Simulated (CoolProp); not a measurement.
The fluid at 406.55 K and 3.72 MPa flows at 0.37 m/s in a round tube of 50 mm bore and 1.5 µm roughness, fully developed (64/Re and Nu = 3.66 if laminar; Colebrook and Gnielinski if turbulent). The same conditions are run with several fluids, on thermodynamics alone (safety and materials aside).

The numbers come from the reference Helmholtz-energy equation of state of each fluid (ammonia: Gao 2020; dry air: Lemmon 2000; R22: Kamei 1995; CF4 (R14): Platzer 1990; R134a: Tillner-Roth 1994) in CoolProp. The equations of Platzer and Polt are older, rougher fits. Blends and air are pseudo-pure fits.

```json
[
 {"fluid": "ammonia", "Reynolds number": "28100", "Darcy friction factor": "0.0239", "pressure drop (Pa/m)": "0.706", "heat-transfer coefficient (W/(m² K))": "(withheld)", "mass flow (kg/h)": "56.4"},
 {"fluid": "dry air", "Reynolds number": "24600", "Darcy friction factor": "0.0247", "pressure drop (Pa/m)": "1.07", "heat-transfer coefficient (W/(m² K))": "42.1", "mass flow (kg/h)": "(withheld)"},
 {"fluid": "R22", "Reynolds number": "114000", "Darcy friction factor": "(withheld)", "pressure drop (Pa/m)": "2.91", "heat-transfer coefficient (W/(m² K))": "102", "mass flow (kg/h)": "315"},
 {"fluid": "CF4 (R14)", "Reynolds number": "77900", "Darcy friction factor": "0.0191", "pressure drop (Pa/m)": "(withheld)", "heat-transfer coefficient (W/(m² K))": "(withheld)", "mass flow (kg/h)": "261"},
 {"fluid": "R134a", "Reynolds number": "157000", "Darcy friction factor": "(withheld)", "pressure drop (Pa/m)": "3.56", "heat-transfer coefficient (W/(m² K))": "166", "mass flow (kg/h)": "(withheld)"}
]
```

### Question
Fill in the missing entries.

### Answer

- ammonia, heat-transfer coefficient (W/(m² K)): 70.4
- dry air, mass flow (kg/h): 82.6
- R22, Darcy friction factor: 0.0177
- CF4 (R14), pressure drop (Pa/m): 2.61
- CF4 (R14), heat-transfer coefficient (W/(m² K)): 82.8
- R134a, Darcy friction factor: 0.0166
- R134a, mass flow (kg/h): 410

Transport values come from each fluid's own correlations; those of R22, CF4 (R14), R134a are estimates that may be off by 10 % or more.
